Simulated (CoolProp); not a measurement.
Carbon dioxide at 298.15 K and 14.9 MPa flows at 0.097 m/s in a round tube of 4.6 mm bore and 45 µm roughness, fully developed (64/Re and Nu = 3.66 if laminar; Colebrook and Gnielinski if turbulent). Each further row changes one setting.

Computed with CoolProp (reference Helmholtz-energy equation of state, Span 1996).

```tsv
case	Reynolds number	Darcy friction factor	pressure drop (Pa/m)	heat-transfer coefficient (W/(m² K))	mass flow (kg/h)
as stated	4500	?	42.9	?	5.08
velocity 0.194 m/s	9000	0.0434	?	?	10.2
diameter 9.2 mm	9000	0.0381	?	550	20.3
```

### Question
Some entries are withheld; supply them.

### Answer

- as stated, Darcy friction factor: 0.0479
- as stated, heat-transfer coefficient (W/(m² K)): 580
- velocity 0.194 m/s, pressure drop (Pa/m): 155
- velocity 0.194 m/s, heat-transfer coefficient (W/(m² K)): 1220
- diameter 9.2 mm, pressure drop (Pa/m): 17.1

Viscosity comes from a separate model (Laesecke 2017). Thermal conductivity comes from a separate model (Huber 2016).
